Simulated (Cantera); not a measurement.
Charge: 1 mol CS2, 0.16 mol SO2, 19 mol H2, equilibrated at 525 °C and 10000 Pa.

Method: chemical equilibrium by Gibbs-energy minimisation in Cantera with the NASA 1993 tables (ideal gas, pure condensed phases). Candidate condensed phases: C, C6H6, C7H8, C8H18, H2O, H2SO4, S; 123 gas species. Rates play no part.

Base state: H2 0.812, H2S 0.119, CH4 0.0511, H2O 0.0134, CO 0.00372, CO2 0.000262, COS 1.79e-5 (mole fractions); condensed: gas only.

Question: What changes in the equilibrium state with this change: H2 from 19 to 0.22 mol?

Answer: 
```tsv
species	before	after
CS2	2.93e-7	0.512
COS	1.79e-5	0.179
H2S	0.119	0.160
H2	0.812	0.000744
S2	5.01e-8	0.108
CH4	0.0511	3.47e-8
H2O	0.0134	0.000103
CO2	0.000262	0.0149
CO	0.00372	0.0253
S8	<1e-9	3.37e-5
```
Gases not in the tables: S3 to S7.

Question: What changes in the equilibrium state with this change: temperature from 525 °C to 1750 °C?

Answer: 
```csv
species,before,after
H2,0.812,0.904
H2S,0.119,0.0183
CS2,2.93e-7,0.0182
CH4,0.0511,1.07e-5
CS,<1e-9,0.0149
S2,5.01e-8,0.0133
H2O,0.0134,4.62e-7
CO,0.00372,0.0156
H,<1e-9,0.00572
S,<1e-9,0.00135
SH,1.70e-8,0.00824
CO2,0.000262,1.71e-9
C2H2 (acetylene),<1e-9,8.68e-5
```
